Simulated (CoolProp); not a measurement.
Vapour-liquid equilibrium of R22 (1) + c-C4F8 (RC318) (2) at 1.77 bar; x and y are mole fractions of (1).

Computed with CoolProp (multi-fluid Helmholtz-energy mixture model, Kamei 1995 and Platzer 1990; pair parameters Bell 2016). This equation is an older, rougher fit; its heat capacities, sound speeds and derivatives of the liquid may be far off and weren't checked against measurements.

```json
[
 {"x": "0.05", "bubble temperature (°C)": "6.0", "y at the bubble point": "0.127", "dew temperature at overall composition x (°C)": "7.5", "liquid density (mol/L)": "8.064"},
 {"x": "0.125", "bubble temperature (°C)": "0.8", "y at the bubble point": "0.346", "dew temperature at overall composition x (°C)": "6.1", "liquid density (mol/L)": "8.486"},
 {"x": "0.2", "bubble temperature (°C)": "-5.5", "y at the bubble point": "0.545", "dew temperature at overall composition x (°C)": "4.5", "liquid density (mol/L)": "8.951"},
 {"x": "0.275", "bubble temperature (°C)": "-11.7", "y at the bubble point": "0.689", "dew temperature at overall composition x (°C)": "2.7", "liquid density (mol/L)": "(withheld)"},
 {"x": "0.35", "bubble temperature (°C)": "-16.7", "y at the bubble point": "0.780", "dew temperature at overall composition x (°C)": "0.7", "liquid density (mol/L)": "9.936"},
 {"x": "0.425", "bubble temperature (°C)": "-20.4", "y at the bubble point": "0.835", "dew temperature at overall composition x (°C)": "-1.5", "liquid density (mol/L)": "10.44"},
 {"x": "0.5", "bubble temperature (°C)": "-22.9", "y at the bubble point": "(withheld)", "dew temperature at overall composition x (°C)": "-3.9", "liquid density (mol/L)": "10.96"},
 {"x": "0.575", "bubble temperature (°C)": "(withheld)", "y at the bubble point": "0.888", "dew temperature at overall composition x (°C)": "-6.6", "liquid density (mol/L)": "11.51"},
 {"x": "0.65", "bubble temperature (°C)": "-25.5", "y at the bubble point": "(withheld)", "dew temperature at overall composition x (°C)": "-9.8", "liquid density (mol/L)": "12.09"},
 {"x": "0.725", "bubble temperature (°C)": "-26.2", "y at the bubble point": "0.912", "dew temperature at overall composition x (°C)": "-13.5", "liquid density (mol/L)": "12.73"},
 {"x": "0.8", "bubble temperature (°C)": "(withheld)", "y at the bubble point": "0.923", "dew temperature at overall composition x (°C)": "-18.0", "liquid density (mol/L)": "13.45"},
 {"x": "0.875", "bubble temperature (°C)": "-27.3", "y at the bubble point": "0.939", "dew temperature at overall composition x (°C)": "-23.5", "liquid density (mol/L)": "14.26"},
 {"x": "0.95", "bubble temperature (°C)": "-27.9", "y at the bubble point": "(withheld)", "dew temperature at overall composition x (°C)": "-27.6", "liquid density (mol/L)": "15.18"}
]
```

Problem. Complete the blanks.

Solution. 
- 0.275, liquid density (mol/L): 9.438
- 0.5, y at the bubble point: 0.868
- 0.575, bubble temperature (°C): -24.5
- 0.65, y at the bubble point: 0.901
- 0.8, bubble temperature (°C): -26.7
- 0.95, y at the bubble point: 0.967

No azeotrope shows between x = 0.05 and 0.95.

The pair parameters rest on a limited set of measurements; away from them the model extrapolates. The gap from Raoult's law changes sign with composition, which may be real or a fault of the pair parameters; it wasn't checked against measurements.
